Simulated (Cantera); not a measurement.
A perfectly stirred reactor is fed with 1.09 % H2, 98.9 % O2, equivalence ratio 0.0055, at 1330 Pa; it is held at 1073 K, and followed from long to short residence time.

Computed with Cantera and GRI-Mech 3.0 (53 species, 325 reactions). Radical loss at walls, strong at low pressure, is not modelled.

One state of this run: x H2 = 0.000113; x O2 = 0.987; x H2O2 = 2.60e-8; x O = 0.00155; x HO2 = 9.23e-7. x: mole fraction; the columns are a selection and need not sum to one.

Q: Which value of τ (s) does it belong to?
(A) 0.0080
(B) 0.25
(C) 2.4
(D) 0.77

A: D, 0.77
